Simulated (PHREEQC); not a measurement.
A solution holds 0.00018 mol/kgw PbCl2 and 0.0041 mol/kgw Na2SO4, at 25 °C. Closed to the air; pH follows from the charge balance.

Equilibrium calculation in PHREEQC: ion-association model, wateq4f.dat.

No solid was allowed to form.

### Question
Order these Pb species by the share of Pb that they hold, largest first: Pb(SO4)2-2, PbOH+, PbSO4, PbCl+, Pb+2.

### Answer
Pb+2 (52 %), PbSO4 (46 %), Pb(SO4)2-2 (0.96 %), PbOH+ (0.74 %), PbCl+ (0.47 %)

The pH is 6.01 and the ionic strength 0.0123 mol/kgw. The solution is supersaturated, for example in Anglesite, Larnakite, so a real one may precipitate; this is no full list. Complexes and solids missing from the database can't appear.
